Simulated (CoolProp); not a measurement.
Properties of oxygen at several states (Tc = 154.6 K, pc = 5.046 MPa, ω = 0.022).

Model: reference Helmholtz-energy equation of state, Schmidt 1985, in CoolProp. Above 300 K oxygen's equation is extrapolated.

```json
[
 {"T (K)": "331.8", "p (MPa)": "0.0229", "phase": "gas", "cp (kJ/(kg K))": "0.9243", "conductivity (mW/(m K))": "28.9", "Prandtl number": "0.715", "fugacity coefficient": "0.9999"},
 {"T (K)": "670.2", "p (MPa)": "0.0663", "phase": "gas", "cp (kJ/(kg K))": "1.023", "conductivity (mW/(m K))": "52.1", "Prandtl number": "0.736", "fugacity coefficient": "1.000"},
 {"T (K)": "743.6", "p (MPa)": "27.9", "phase": "supercritical", "cp (kJ/(kg K))": "1.084", "conductivity (mW/(m K))": "61.5", "Prandtl number": "0.766", "fugacity coefficient": "1.084"},
 {"T (K)": "891.7", "p (MPa)": "0.271", "phase": "gas", "cp (kJ/(kg K))": "1.073", "conductivity (mW/(m K))": "65.4", "Prandtl number": "0.747", "fugacity coefficient": "1.001"}
]
```

Viscosity comes from a separate model (Lemmon 2004). Thermal conductivity comes from a separate model (Lemmon 2004).
